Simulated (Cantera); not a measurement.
Cantera run, input and output.

```python
import numpy as np
import cantera as ct

gas = ct.Solution("gri30.yaml")
gas.TPX = 2200, 78000, {'NO': 1, 'N2': 0.17}
reactor = ct.IdealGasConstPressureReactor(gas, energy="off", clone=False)
net = ct.ReactorNet([reactor])
net.rtol, net.atol = 1e-08, 1e-18
show = ['NO', 'N2', 'O', 'NO2', 'O2']
times = np.geomspace(1e-05, 100, 14)

steps = ct.SolutionArray(gas, extra=["t"])
rows = []
print(f"{'t/s':>10s}{'T/K':>9s}{'P/Pa':>11s}" + "".join(f"{s:>11s}" for s in show))
for t in times:
    while net.time < t:
        t_next = net.step()
        steps.append(gas.state, t=t_next)
    rows.append([np.interp(t, steps.t, y) for y in (steps.T, steps.P, *steps(*show).X.T)])
    print(f"{t:10.3e}{rows[-1][0]:9.1f}{rows[-1][1]:11.4g}" + "".join(f"{x:11.3e}" for x in rows[-1][2:]))
rate = np.gradient(steps.T, steps.t)
print("integrator steps:", len(steps.t))
if steps.T.max() > steps.T[0] + 200:
    print(f"time of steepest temperature rise: {steps.t[rate.argmax()]:.4e} s")
gas.TPX = 2200, 78000, {'NO': 1, 'N2': 0.17}
gas.equilibrate("TP")
print(f"equilibrium (TP): T = {gas.T:.1f} K  " + "  ".join(f"{s} {gas[s].X[0]:.3e}" for s in show))
```

It prints:

```
       t/s      T/K       P/Pa         NO         N2          O        NO2         O2
 1.000e-05   2200.0    7.8e+04  8.546e-01  1.453e-01  2.238e-05  3.157e-06  2.842e-07
 3.455e-05   2200.0    7.8e+04  8.545e-01  1.453e-01  6.925e-05  2.431e-05  3.354e-06
 1.194e-04   2200.0    7.8e+04  8.540e-01  1.454e-01  2.246e-04  1.198e-04  5.235e-05
 4.125e-04   2200.0    7.8e+04  8.519e-01  1.463e-01  4.591e-04  2.648e-04  7.652e-04
 1.425e-03   2200.0    7.8e+04  8.447e-01  1.498e-01  5.122e-04  2.971e-04  4.281e-03
 4.924e-03   2200.0    7.8e+04  8.197e-01  1.623e-01  6.139e-04  3.566e-04  1.667e-02
 1.701e-02   2200.0    7.8e+04  7.336e-01  2.053e-01  8.759e-04  4.777e-04  5.947e-02
 5.878e-02   2200.0    7.8e+04  4.827e-01  3.307e-01  1.376e-03  5.148e-04  1.846e-01
 2.031e-01   2200.0    7.8e+04  1.280e-01  5.081e-01  1.863e-03  1.888e-04  3.619e-01
 7.017e-01   2200.0    7.8e+04  2.110e-02  5.615e-01  1.986e-03  3.331e-05  4.154e-01
 2.424e+00   2200.0    7.8e+04  1.515e-02  5.645e-01  1.992e-03  2.400e-05  4.183e-01
 8.377e+00   2200.0    7.8e+04  1.514e-02  5.645e-01  1.992e-03  2.399e-05  4.183e-01
 2.894e+01   2200.0    7.8e+04  1.514e-02  5.645e-01  1.992e-03  2.399e-05  4.183e-01
 1.000e+02   2200.0    7.8e+04  1.514e-02  5.645e-01  1.992e-03  2.399e-05  4.183e-01
integrator steps: 1021
equilibrium (TP): T = 2200.0 K  NO 1.514e-02  N2 5.645e-01  O 1.992e-03  NO2 2.399e-05  O2 4.183e-01
```

Cantera simulation using GRI-Mech 3.0 (53 species, 325 reactions); the numbers are that mechanism's predictions, not measurements.
